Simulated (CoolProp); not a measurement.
Sulfur hexafluoride at 455.51 K and 0.774 MPa is throttled through a valve to 0.141 MPa with no heat exchange. Each further row changes one setting.

Model: reference Helmholtz-energy equation of state, Guder 2009, in CoolProp.

| case | temperature change (K) | final density (kg/m³) |
|---|---|---|
| as stated | [?] | [?] |
| outlet pressure 0.0423 MPa | -2.3 | [?] |
| outlet pressure 0.183 MPa | [?] | [?] |

Fill in the missing entries.


- as stated, temperature change (K): -2.0
- as stated, final density (kg/m³): 5.48
- outlet pressure 0.0423 MPa, final density (kg/m³): 1.64
- outlet pressure 0.183 MPa, temperature change (K): -1.8
- outlet pressure 0.183 MPa, final density (kg/m³): 7.12
